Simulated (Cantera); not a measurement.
A Cantera script and its output.

```python
import numpy as np
import cantera as ct

gas = ct.Solution("SiF4_NH3_mec.yaml", "gas")
gas.TPX = 2248, 7300, {'NH3': 1, 'H2': 0.58}
inlet = ct.Reservoir(gas, clone=True)

reactor = ct.IdealGasConstPressureReactor(gas, energy="off", clone=False)
exhaust = ct.Reservoir(gas, clone=True)
tau = [8.6, 2.3, 0.61, 0.16, 0.044, 0.012, 0.0031, 0.00084, 0.00022][0]
for a, b in ((inlet, reactor), (reactor, exhaust)):
    ct.MassFlowController(a, b, mdot=lambda t: reactor.mass / tau)
net = ct.ReactorNet([reactor])
show = ['NH3', 'H2', 'N2H4', 'N2H2', 'NH2', 'H']

rows = []
print(f"{'tau/s':>10s}{'T/K':>9s}" + "".join(f"{s:>11s}" for s in show))
for tau in [8.6, 2.3, 0.61, 0.16, 0.044, 0.012, 0.0031, 0.00084, 0.00022]:
    net.initial_time = 0.0
    net.advance(30 * tau)
    before = gas.X
    net.advance(40 * tau)
    drift = np.max(np.abs(gas.X - before) / (gas.X + 1e-9))
    rows.append([gas.T, *gas[show].X, drift])
    print(f"{tau:10.3e}{gas.T:9.1f}" + "".join(f"{x:11.3e}" for x in gas[show].X))
```

It prints:

```
     tau/s      T/K        NH3         H2       N2H4       N2H2        NH2          H
 8.600e+00   2248.0  3.162e-04  7.886e-01  3.238e-12  7.154e-09  2.402e-05  1.919e-02
 2.300e+00   2248.0  3.552e-03  7.970e-01  6.003e-11  6.866e-08  1.030e-04  7.395e-03
 6.100e-01   2248.0  2.841e-02  7.835e-01  6.833e-10  3.976e-07  3.469e-04  3.060e-03
 1.600e-01   2248.0  1.066e-01  7.301e-01  3.836e-09  1.579e-06  8.215e-04  1.802e-03
 4.400e-02   2248.0  2.704e-01  6.167e-01  1.343e-08  4.609e-06  1.537e-03  1.125e-03
 1.200e-02   2248.0  4.643e-01  4.820e-01  2.792e-08  9.020e-06  2.216e-03  7.404e-04
 3.100e-03   2248.0  5.798e-01  4.019e-01  3.625e-08  1.147e-05  2.524e-03  5.646e-04
 8.400e-04   2248.0  6.187e-01  3.751e-01  3.233e-08  9.678e-06  2.384e-03  4.668e-04
 2.200e-04   2248.0  6.298e-01  3.680e-01  1.391e-08  3.311e-06  1.565e-03  2.952e-04
```

Computed with Cantera and the gas-phase N/H chemistry of the illustrative SiF4/NH3 mechanism in the Surface Chemkin manual (1991). Walls and surfaces, which speed up NH3 decomposition in real reactors, are not modelled.
